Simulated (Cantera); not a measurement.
Feed: 1 mol B, 0.45 mol O2, 12 mol H2, 2.3 mol NH3, 0.34 mol Cl2, held at 0.00133 bar.

Equilibrium computed with Cantera from the NASA thermochemical tables; the gas is ideal and each condensed phase is pure. Candidate condensed phases: B, BN, B2O3, B3O3H3, H2O, NH4Cl; 49 gas species. Mutual solubility and eutectic melting of coexisting phases are not modelled. Kinetics and transport are ignored.

Question: Which condensed phases are stable at each of these points (T (°C)): 1175, 1250, 1325, 1400, 1475, 1550, 1625, 1700, 1775, 1850?

Answer: 
```json
[
 {"T (°C)": "1175", "condensed phases": "BN(s) + B2O3(l)", "B condensed (%)": "52.4"},
 {"T (°C)": "1250", "condensed phases": "BN(s)", "B condensed (%)": "30.7"},
 {"T (°C)": "1325", "condensed phases": "BN(s)", "B condensed (%)": "21.4"},
 {"T (°C)": "1400", "condensed phases": "BN(s)", "B condensed (%)": "14.4"},
 {"T (°C)": "1475", "condensed phases": "BN(s)", "B condensed (%)": "10.6"},
 {"T (°C)": "1550", "condensed phases": "BN(s)", "B condensed (%)": "7.2"},
 {"T (°C)": "1625", "condensed phases": "BN(s)", "B condensed (%)": "0.3"},
 {"T (°C)": "1700", "condensed phases": "gas only", "B condensed (%)": "0.0"},
 {"T (°C)": "1775", "condensed phases": "gas only", "B condensed (%)": "0.0"},
 {"T (°C)": "1850", "condensed phases": "gas only", "B condensed (%)": "0.0"}
]
```

At 1175 °C the condensed part is BN(s) + B2O3(l). From 1250 °C to 1625 °C the condensed part is BN(s). From 1700 °C to 1850 °C nothing is condensed.
